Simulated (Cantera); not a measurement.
A closed system holds: 1 mol FeS, 0.99 mol SO2, 17 mol N2, held at 1330 Pa.

Method: chemical equilibrium by Gibbs-energy minimisation in Cantera with the NASA 1993 tables (ideal gas, pure condensed phases). Candidate condensed phases: Fe, FeO, FeS, FeSO4, FeS2, Fe2O3, Fe2(SO4)3, Fe3O4, S; 19 gas species. The tables' stoichiometric FeO is somewhat more stable than real wüstite, so its field is too wide. FeO: taken at fixed stoichiometry. Kinetics and transport are ignored.

Problem. At 1648 K, list the 5 most abundant gas species with their mole fractions, and the condensed phases.

Solution. N2 0.931, S2 0.0397, SO2 0.0246, SO 0.00424, S 0.000335. Condensed: FeO(s).
